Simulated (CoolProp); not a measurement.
Vapour-liquid equilibrium of carbon dioxide (1) + 1-butene (2) at 265 K; x and y are mole fractions of (1).

Values from CoolProp's multi-fluid Helmholtz-energy mixture model, Span 1996 and Lemmon 2005; pair parameters Bell 2016.

Give the bubble pressure and the first vapour's composition at x = 0.35, 0.65, 0.95. Is there an azeotrope?

x = 0.35: 1.201 MPa, y = 0.929; x = 0.65: 1.898 MPa, y = 0.964; x = 0.95: 2.627 MPa, y = 0.993. No azeotrope shows between x = 0.05 and 0.95.

Pair parameters are fitted to limited data, so mixtures are less certain than the pure fluids. The gap from Raoult's law changes sign with composition, which may be real or a fault of the pair parameters; it wasn't checked against measurements.
